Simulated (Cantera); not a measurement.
A perfectly stirred reactor is fed with NH₃ : N₂ = 1 : 1.5 (molar parts), at 13300 Pa; it is held at 1750 K, and followed from long to short residence time.

Computed with Cantera and the gas-phase N/H chemistry of the illustrative SiF4/NH3 mechanism in the Surface Chemkin manual (1991). Walls and surfaces, which speed up NH3 decomposition in real reactors, are not modelled.

### Question
Predict: x(NH₃) at τ = 3.20 s; x(NH₂) at τ = 3.20 s; x(N₂) at τ = 3.20 s; x(NH) at τ = 3.20 s; x(N₂H₄) at τ = 3.20 s; x(NH₃) at τ = 70.0 ms; x(NH₂) at τ = 70.0 ms; x(N₂) at τ = 70.0 ms; x(NH) at τ = 70.0 ms; x(N₂H₄) at τ = 70.0 ms.

### Answer
```
Quantity                   Value
----------------------  --------
x(NH₃) at τ = 3.20 s       0.207
x(NH₂) at τ = 3.20 s    0.000139
x(N₂) at τ = 3.20 s        0.586
x(NH) at τ = 3.20 s      1.75e-6
x(N₂H₄) at τ = 3.20 s    1.23e-8
x(NH₃) at τ = 70.0 ms      0.391
x(NH₂) at τ = 70.0 ms   0.000238
x(N₂) at τ = 70.0 ms       0.599
x(NH) at τ = 70.0 ms     1.33e-6
x(N₂H₄) at τ = 70.0 ms   3.62e-8
```
